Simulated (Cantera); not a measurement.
A closed system holds: 1 mol PbS, 53 mol H2, held at 1875 °C and 1.20 bar.

These are equilibrium values from Cantera (NASA tables, ideal gas, pure condensed phases), not measurements of a reactor. Equilibrium is a limit: real reactors are often held back by kinetics, nucleation or transport.

```csv
species,before,after
H2,0.964,0.981
H2S,0.0107,0.0186
PbS,0.00394,0.000263
Pb,0.0145,6.11e-5
H,0.00374,1.27e-8
S,0.000179,<1e-9
S2,0.000624,7.10e-8
SH,0.00238,3.99e-7
"Pb(l), mol",0,0.983
```
Gas species are given as mole fractions.

Q: Name the change that produced these shifts.
A) pressure from 1.20 bar to 0.0133 bar
B) pressure from 1.20 bar to 0.0100 bar
C) H2 from 53 to 0.37 mol
D) temperature from 1875 °C to 800 °C

A: D, temperature from 1875 °C to 800 °C
